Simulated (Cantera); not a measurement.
Input: 1 mol CF₄, 2.1 mol F₂, 12 mol H₂, held at 773.15 K and 3100 Pa.

These are equilibrium values from Cantera (NASA tables, ideal gas, pure condensed phases), not measurements of a reactor. The numbers say what is thermodynamically allowed, not how fast it happens.

```json
[
 {"species": "HF", "before": "0.517", "after": "0.509"},
 {"species": "H₂", "before": "0.469", "after": "0.490"},
 {"species": "H", "before": "<1e-9", "after": "0.000361"},
 {"species": "CH₄", "before": "0.0144", "after": "9.91e-6"},
 {"species": "C₂H₂ (acetylene)", "before": "<1e-9", "after": "2.24e-5"},
 {"species": "C(graphite), mol", "before": "0.771", "after": "0.999"}
]
```
Gas species are given as mole fractions.

**Question.** What was changed between the two runs?
(A) F₂ from 2.1 to 0.026 mol
(B) H₂ from 12 to 5.6 mol
(C) temperature from 773.15 K to 1650 K
(D) temperature from 773.15 K to 2298.15 K

**Answer.** C, temperature from 773.15 K to 1650 K
